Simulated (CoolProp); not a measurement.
Vapour-liquid equilibrium of n-butane (1) + cyclohexane (2) at 112.85 °C; x and y are mole fractions of (1).

The numbers come from the multi-fluid Helmholtz-energy mixture model, Bücker 2006 and Zhou 2014; pair parameters Bell 2016 in CoolProp.

| x | bubble pressure (bar) | y at the bubble point | dew pressure at overall composition x (bar) | liquid density (mol/L) |
|---|---|---|---|---|
| 0.05 | 2.996 | 0.217 | 2.537 | 8.177 |
| 0.15 | 4.300 | 0.495 | … | 8.224 |
| 0.25 | … | 0.656 | 3.108 | 8.258 |
| 0.35 | … | 0.757 | 3.504 | 8.277 |
| 0.45 | 9.075 | 0.824 | 4.018 | 8.278 |
| 0.55 | 10.80 | 0.872 | 4.713 | 8.255 |
| 0.65 | 12.56 | 0.908 | 5.707 | 8.203 |
| 0.75 | 14.36 | 0.937 | 7.247 | 8.113 |
| 0.85 | 16.24 | 0.962 | 9.936 | 7.972 |
| 0.95 | … | 0.987 | 15.30 | 7.754 |

Task: What belongs in the gaps?

Result: 
- 0.15, dew pressure at overall composition x (bar): 2.793
- 0.25, bubble pressure (bar): 5.782
- 0.35, bubble pressure (bar): 7.389
- 0.95, bubble pressure (bar): 18.31

No azeotrope shows between x = 0.05 and 0.95.

Pair parameters are fitted to limited data, so mixtures are less certain than the pure fluids.
